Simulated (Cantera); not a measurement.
Input: 1 mol B₂H₆, 6.2 mol H₂, 9 mol N₂, at 1000 K and 30.0 Pa.

Equilibrium computed with Cantera from the NASA thermochemical tables; the gas is ideal and each condensed phase is pure. Candidate condensed phases: B, BN; 15 gas species. The feed counts by its element totals alone. N₂ is the only nitrogen source here; it is nearly inert below about 1500 K, so the nitride shown seldom forms there in practice. Kinetics and transport are ignored.

Task: What is the equilibrium state?

Result: 
| Property | Value |
|---|---|
| x(H₂) | 0.535 |
| x(N₂) | 0.465 |
| n(BN(s)) | 2.00 mol |
| gas amount | 17.20 mol |
| log10 activity of B(s) (absent) | -6.57 |
